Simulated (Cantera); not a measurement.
Input: 1 mol SO2, 1.3 mol O2, 2.5 mol H2O, equilibrated at 82.0 Pa.

Equilibrium computed with Cantera from the NASA thermochemical tables; the gas is ideal and each condensed phase is pure. Candidate condensed phases: H2O, H2SO4, S; 19 gas species. The numbers say what is thermodynamically allowed, not how fast it happens. All values below are at 1452 °C.

Base state: H2O 0.515, O2 0.269, SO2 0.208, OH 0.00613, O 0.00105, H2 0.000902, H 0.000195, SO 0.000115 (mole fractions); condensed: gas only.

**Question.** What changes in the equilibrium state with this change: O2 from 1.3 to 0.25 mol?

**Answer.** 
```json
[
 {"species": "H2O", "before": "0.515", "after": "0.660"},
 {"species": "SO2", "before": "0.208", "after": "0.266"},
 {"species": "O2", "before": "0.269", "after": "0.0664"},
 {"species": "H2", "before": "0.000902", "after": "0.00232"},
 {"species": "SO", "before": "0.000115", "after": "0.000297"}
]
```

**Question.** What changes in the equilibrium state with this change: pressure from 82.0 Pa to 100000 Pa?

**Answer.** 
| species | before | after |
|---|---|---|
| H2O | 0.515 | 0.521 |
| O2 | 0.269 | 0.270 |
| SO2 | 0.208 | 0.207 |
| OH | 0.00613 | 0.00104 |
| SO3 | 4.26e-5 | 0.00149 |
| H | 0.000195 | 9.48e-7 |
| SO | 0.000115 | 3.28e-6 |
| O | 0.00105 | 3.02e-5 |
| H2 | 0.000902 | 2.60e-5 |
